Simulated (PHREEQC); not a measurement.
A PHREEQC input (ion-association model, phreeqc.dat):

```
SOLUTION 1
  temp 50
  units mg/L
  pH 6.37
  pe 1.9
  Na 10200
  K 386
  Ca 508
  Mg 810
  Cl 16600
  S(6) 3980 as SO4
  Alkalinity 0.178 as HCO3
  Mn(2) 417
END
USE solution 1
EQUILIBRIUM_PHASES 1
  Gyppsum 0 0
  Quartz 0 0.5
  CO2(g) -2 10
END
```

It stops with these messages:

```
ERROR: Phase not found in database, Gyppsum.
ERROR: Calculations terminating due to input errors.
```

The fault: the phase Gypsum misspelt. The line should read `Gypsum` where the input has `Gyppsum`. With the mend the run ends at pH 5.06 and ionic strength 0.600 mol/kgw.
